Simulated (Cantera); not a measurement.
Charge: 1 mol TiCl4, 4.6 mol O2, 290 mol H2, equilibrated at 1675 K and 750 Torr.

These are equilibrium values from Cantera (NASA tables, ideal gas, pure condensed phases), not measurements of a reactor. Candidate condensed phases: H2O, Ti, TiCl2, TiCl3, TiCl4, TiO, TiO2, Ti2O3, Ti3O5, Ti4O7; 23 gas species. Condensed phases not in the tables: Magnéli phases beyond Ti4O7. Rates play no part.

Base state: H2 0.961, H2O 0.0255, HCl 0.0137, H 0.000114 (mole fractions); condensed: Ti4O7(s).

### Question
What changes in the equilibrium state with this change: temperature from 1675 K to 1900 K?

### Answer
```
species          before     after
-------------  --------  --------
H2                0.961     0.960
H2O              0.0255    0.0258
HCl              0.0137    0.0137
H              0.000114  0.000777
Ti4O7(s), mol     0.250         0
Ti3O5(s), mol         0     0.333
```
